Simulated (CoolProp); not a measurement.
A simple Rankine cycle with propyne: condensing at 327.15 K, boiler at 3.35 MPa, turbine inlet 388.3 K, turbine efficiency 0.85, pump efficiency 0.6, no recuperator. Each further row changes one setting.

Values from CoolProp's reference Helmholtz-energy equation of state, Polt 1992. This equation is an older, rougher fit; its heat capacities, sound speeds and derivatives of the liquid may be far off and weren't checked against measurements.

```json
[
 {"case": "as stated", "thermal efficiency (%)": "[?]", "net work (kJ/kg)": "[?]", "heat in (kJ/kg)": "477", "turbine exit temperature (K)": "334.7", "volume ratio over the turbine": "2.72"},
 {"case": "turbine inlet 408.3 K", "thermal efficiency (%)": "9.1", "net work (kJ/kg)": "48.0", "heat in (kJ/kg)": "530", "turbine exit temperature (K)": "357.6", "volume ratio over the turbine": "2.66"},
 {"case": "condensing temperature 319.15 K", "thermal efficiency (%)": "[?]", "net work (kJ/kg)": "50.5", "heat in (kJ/kg)": "[?]", "turbine exit temperature (K)": "325.5", "volume ratio over the turbine": "3.30"},
 {"case": "boiler pressure 2.34 MPa", "thermal efficiency (%)": "[?]", "net work (kJ/kg)": "31.3", "heat in (kJ/kg)": "512", "turbine exit temperature (K)": "[?]", "volume ratio over the turbine": "1.85"},
 {"case": "turbine efficiency 0.75", "thermal efficiency (%)": "7.5", "net work (kJ/kg)": "35.9", "heat in (kJ/kg)": "477", "turbine exit temperature (K)": "337.4", "volume ratio over the turbine": "2.77"}
]
```

Q: Fill in the missing entries.

A: 
- as stated, thermal efficiency (%): 8.7
- as stated, net work (kJ/kg): 41.6
- condensing temperature 319.15 K, thermal efficiency (%): 10.2
- condensing temperature 319.15 K, heat in (kJ/kg): 497
- boiler pressure 2.34 MPa, thermal efficiency (%): 6.1
- boiler pressure 2.34 MPa, turbine exit temperature (K): 357.3
